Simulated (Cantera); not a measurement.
A perfectly stirred reactor is fed with H2 : O2 : N2 = 0.88 : 1 : 0.87 (molar parts), at 15000 Pa; it is held at 925 K, and followed from long to short residence time.

Model: the H2/O2 subset of GRI-Mech 3.0, which has no nitrogen chemistry, integrated in Cantera. Below about 950 K walls govern HO2 and H2O2 in real vessels. The temperature is held fixed by assumption; the heat of reaction is taken as removed at once.

What does this change do: temperature 925 to 1325 K?


```
quantity                 before     after
---------------------  --------  --------
x(H2) at τ = 0.730 s     0.0288  0.000271
x(O2) at τ = 0.730 s      0.253     0.242
x(H) at τ = 0.730 s     9.89e-6   2.67e-5
x(HO2) at τ = 0.730 s   9.09e-5   6.24e-6
x(H2O) at τ = 0.730 s     0.347     0.380
x(H2) at τ = 36.0 ms     0.0411   0.00195
x(O2) at τ = 36.0 ms      0.258     0.241
x(H) at τ = 36.0 ms    0.000193  0.000554
x(HO2) at τ = 36.0 ms  0.000107   2.52e-5
x(H2O) at τ = 36.0 ms     0.332     0.376
```

What does this change do: temperature 925 to 1350 K?


```json
[
 {"quantity": "x(H2) at τ = 0.730 s", "before": "0.0288", "after": "0.000263"},
 {"quantity": "x(O2) at τ = 0.730 s", "before": "0.253", "after": "0.242"},
 {"quantity": "x(H) at τ = 0.730 s", "before": "9.89e-6", "after": "2.79e-5"},
 {"quantity": "x(HO2) at τ = 0.730 s", "before": "9.09e-5", "after": "5.65e-6"},
 {"quantity": "x(H2O) at τ = 0.730 s", "before": "0.347", "after": "0.380"},
 {"quantity": "x(H2) at τ = 36.0 ms", "before": "0.0411", "after": "0.00191"},
 {"quantity": "x(O2) at τ = 36.0 ms", "before": "0.258", "after": "0.241"},
 {"quantity": "x(H) at τ = 36.0 ms", "before": "0.000193", "after": "0.000581"},
 {"quantity": "x(HO2) at τ = 36.0 ms", "before": "0.000107", "after": "2.34e-5"},
 {"quantity": "x(H2O) at τ = 36.0 ms", "before": "0.332", "after": "0.376"}
]
```

What does this change do: N2 0.87 to 3.5 parts?


```tsv
quantity	before	after
x(H2) at τ = 0.730 s	0.0288	0.00367
x(O2) at τ = 0.730 s	0.253	0.115
x(H) at τ = 0.730 s	9.89e-6	1.78e-5
x(HO2) at τ = 0.730 s	9.09e-5	2.10e-5
x(H2O) at τ = 0.730 s	0.347	0.174
x(H2) at τ = 36.0 ms	0.0411	0.0131
x(O2) at τ = 36.0 ms	0.258	0.119
x(H) at τ = 36.0 ms	0.000193	0.000338
x(HO2) at τ = 36.0 ms	0.000107	3.08e-5
x(H2O) at τ = 36.0 ms	0.332	0.163
```
